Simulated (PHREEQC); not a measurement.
1 kg of water holding 180 mmol/kgw K2SO4, 7.2 mmol/kgw KCl and 3.8 mmol/kgw K2CO3 is evaporated at 60 °C; the solids stay in contact with the brine. CO2 is held at log p = -3.4 (atm). Solids allowed: Arcanite, Kalicinite, Misenite, Sylvite. Others were left out.

All values are PHREEQC results (Pitzer model, pitzer.dat), not measurements.

| water left (kg) | ionic strength | water activity | Arcanite (mol) |
|---|---|---|---|
| 1 | 0.556 | 0.992 | 0 |
| 0.6755 | 0.824 | 0.989 | 0 |
| 0.5552 | 1.00 | 0.987 | 0 |
| 0.375 | 1.48 | 0.981 | 0 |
| 0.2533 | 2.20 | 0.973 | 0 |
| 0.2082 | 2.68 | 0.967 | 0 |
| 0.1407 | 2.83 | 0.965 | 0.0532 |
| 0.09502 | 2.83 | 0.964 | 0.0962 |
| 0.06418 | 2.83 | 0.963 | 0.125 |
| 0.05276 | 2.84 | 0.963 | 0.136 |
| 0.03565 | 2.86 | 0.961 | 0.152 |
| 0.02408 | 2.90 | 0.957 | 0.163 |
| 0.0198 | 2.94 | 0.955 | 0.167 |
| 0.01339 | 3.07 | 0.949 | 0.172 |
| 0.009046 | 3.35 | 0.938 | 0.176 |
| 0.007443 | 3.58 | 0.930 | 0.177 |
| 0.00503 | 4.37 | 0.906 | 0.179 |

Arcanite from water left = 0.1711 kg (pH 9.44).

Constants without temperature data keep their 25 °C values here.
